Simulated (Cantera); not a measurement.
A Cantera script and its output.

```python
import numpy as np
import cantera as ct

gas = ct.Solution("gri30.yaml")
gas.TPX = 1175, 13332, {'H2': 1.7, 'O2': 1, 'N2': 15}
reactor = ct.IdealGasConstPressureReactor(gas, energy="off", clone=False)
net = ct.ReactorNet([reactor])
net.rtol, net.atol = 1e-08, 1e-18
show = ['H2', 'O2', 'NO', 'HO2', 'H2O']
times = np.geomspace(6e-05, 6, 15)

steps = ct.SolutionArray(gas, extra=["t"])
rows = []
print(f"{'t/s':>10s}{'T/K':>9s}{'P/Pa':>11s}" + "".join(f"{s:>11s}" for s in show))
for t in times:
    while net.time < t:
        t_next = net.step()
        steps.append(gas.state, t=t_next)
    rows.append([np.interp(t, steps.t, y) for y in (steps.T, steps.P, *steps(*show).X.T)])
    print(f"{t:10.3e}{rows[-1][0]:9.1f}{rows[-1][1]:11.4g}" + "".join(f"{x:11.3e}" for x in rows[-1][2:]))
rate = np.gradient(steps.T, steps.t)
print("integrator steps:", len(steps.t))
if steps.T.max() > steps.T[0] + 200:
    print(f"time of steepest temperature rise: {steps.t[rate.argmax()]:.4e} s")
gas.TPX = 1175, 13332, {'H2': 1.7, 'O2': 1, 'N2': 15}
gas.equilibrate("TP")
print(f"equilibrium (TP): T = {gas.T:.1f} K  " + "  ".join(f"{s} {gas[s].X[0]:.3e}" for s in show))
```

Result:

```
       t/s      T/K       P/Pa         H2         O2         NO        HO2        H2O
 6.000e-05   1175.0  1.333e+04  9.605e-02  5.650e-02  1.183e-20  1.870e-09  1.111e-09
 1.366e-04   1175.0  1.333e+04  9.605e-02  5.650e-02  1.516e-19  4.443e-09  1.153e-08
 3.108e-04   1175.0  1.333e+04  9.604e-02  5.650e-02  8.903e-18  1.717e-08  3.542e-07
 7.073e-04   1175.0  1.333e+04  9.550e-02  5.627e-02  4.901e-12  2.999e-06  3.774e-04
 1.610e-03   1175.0  1.333e+04  1.143e-02  2.006e-02  2.808e-06  2.036e-06  6.664e-02
 3.663e-03   1175.0  1.333e+04  8.100e-03  1.518e-02  7.062e-06  1.675e-06  8.225e-02
 8.337e-03   1175.0  1.333e+04  4.257e-03  1.149e-02  8.643e-06  1.317e-06  9.318e-02
 1.897e-02   1175.0  1.333e+04  1.544e-03  9.632e-03  8.972e-06  1.054e-06  9.851e-02
 4.318e-02   1175.0  1.333e+04  3.742e-04  9.026e-03  9.010e-06  7.524e-07  1.003e-01
 9.827e-02   1175.0  1.333e+04  7.102e-05  8.907e-03  9.008e-06  3.262e-07  1.008e-01
 2.237e-01   1175.0  1.333e+04  1.389e-05  8.894e-03  8.998e-06  8.841e-08  1.009e-01
 5.090e-01   1175.0  1.333e+04  3.289e-06  8.894e-03  8.993e-06  2.328e-08  1.009e-01
 1.158e+00   1175.0  1.333e+04  9.575e-07  8.895e-03  8.997e-06  7.142e-09  1.009e-01
 2.636e+00   1175.0  1.333e+04  3.273e-07  8.896e-03  9.003e-06  2.577e-09  1.009e-01
 6.000e+00   1175.0  1.333e+04  1.260e-07  8.897e-03  9.007e-06  1.132e-09  1.009e-01
integrator steps: 1937
equilibrium (TP): T = 1175.0 K  H2 2.205e-08  O2 8.884e-03  NO 3.537e-05  HO2 5.715e-10  H2O 1.009e-01
```

Computed with Cantera and GRI-Mech 3.0 (53 species, 325 reactions). The temperature is held fixed by assumption; the heat of reaction is taken as removed at once.
